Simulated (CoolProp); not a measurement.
Vapour-liquid equilibrium of propane (1) + n-pentane (2) at 0.00519 MPa; x and y are mole fractions of (1).

Values from CoolProp's multi-fluid Helmholtz-energy mixture model, Lemmon 2009 and Thol 2019; pair parameters Kunz 2012.

Q: Give the bubble temperature and the first vapour's composition at x = 0.2, 0.35, 0.65. Is there an azeotrope?

A: x = 0.2: 198.4 K, y = 0.973; x = 0.35: 191.7 K, y = 0.988; x = 0.65: 185.2 K, y = 0.996. No azeotrope shows between x = 0.05 and 0.95.

Pair parameters are fitted to limited data, so mixtures are less certain than the pure fluids.
